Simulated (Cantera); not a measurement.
Feed: 1 mol HMDSO, 0.66 mol CO₂, 26 mol H₂, at 1502 °C and 1.33 mbar.

Equilibrium computed with Cantera from the NASA thermochemical tables; the gas is ideal and each condensed phase is pure. Candidate condensed phases: C, C₆H₆, C₇H₈, C₈H₁₈, H₂O, Si, SiC, SiO₂; 123 gas species. The feed counts by its element totals alone. Equilibrium is a limit: real reactors are often held back by kinetics, nucleation or transport.

Base state: H₂ 0.930, CO 0.0616, H 0.00765, SiO 0.000318, C₂H₂ (acetylene) 0.000132, Si 3.53e-5 (mole fractions); condensed: C(graphite) + SiC(s).

Task: What changes in the equilibrium state with this change: CO₂ from 0.66 to 0.11 mol?

Result: 
| species | before | after |
|---|---|---|
| H₂ | 0.930 | 0.959 |
| CO | 0.0616 | 0.0334 |
| H | 0.00765 | 0.00776 |
| SiO | 0.000318 | 0.000172 |
| C₂H₂ (acetylene) | 0.000132 | 0.000136 |
| Si | 3.53e-5 | 3.53e-5 |
| C(graphite), mol | 2.36 | 2.89 |
| SiC(s), mol | 1.99 | 1.99 |

Task: What changes in the equilibrium state with this change: temperature from 1502 °C to 327 °C?

Result: 
```tsv
species	before	after
H₂	0.930	0.898
CH₄	9.66e-7	0.102
CO	0.0616	<1e-9
SiO	0.000318	<1e-9
H	0.00765	<1e-9
C₂H₂ (acetylene)	0.000132	<1e-9
Si	3.53e-5	<1e-9
C(graphite), mol	2.36	2.59
SiC(s), mol	1.99	0.840
SiO₂(α-quartz), mol	0	1.16
```

Task: What changes in the equilibrium state with this change: temperature from 1502 °C to 675 °C?

Result: 
```tsv
species	before	after
H₂	0.930	1.000
CH₄	9.66e-7	0.000228
CO	0.0616	1.26e-5
H	0.00765	1.44e-8
SiO	0.000318	<1e-9
C₂H₂ (acetylene)	0.000132	<1e-9
Si	3.53e-5	<1e-9
C(graphite), mol	2.36	5.81
SiC(s), mol	1.99	0.840
SiO₂(β-quartz), mol	0	1.16
```
